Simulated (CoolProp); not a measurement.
Vapour-liquid equilibrium of R134a (1) + R142b (2) at 310.3 K; x and y are mole fractions of (1).

Model: multi-fluid Helmholtz-energy mixture model, Tillner-Roth 1994 and Lemmon 2006; pair parameters Bell 2016, in CoolProp.

```csv
x,"bubble pressure, mixture model (kPa)","bubble pressure, Raoult's law (kPa)","y, mixture model","y, Raoult's law"
0.05,511.4,505.8,?,0.093
0.125,553.0,540.1,0.219,0.218
0.2,593.3,574.5,?,0.328
0.275,632.2,608.9,0.417,0.425
0.35,669.6,643.2,0.498,0.512
0.425,705.6,677.6,?,0.590
0.5,740.2,712.0,0.637,0.661
0.575,773.5,746.3,0.697,0.725
0.65,805.6,780.7,?,0.784
0.725,?,815.1,0.809,0.837
0.8,866.3,849.4,?,0.886
0.875,895.2,883.8,0.913,0.932
0.95,923.0,918.2,0.965,0.974
```

What belongs in the gaps?


- 0.05, y, mixture model: 0.095
- 0.2, y, mixture model: 0.325
- 0.425, y, mixture model: 0.571
- 0.65, y, mixture model: 0.754
- 0.725, bubble pressure, mixture model (kPa): 836.5
- 0.8, y, mixture model: 0.861

The largest gap from Raoult's law is +4.1 % in bubble pressure, at x = 0.425. No azeotrope shows between x = 0.05 and 0.95.

The pair parameters rest on a limited set of measurements; away from them the model extrapolates.
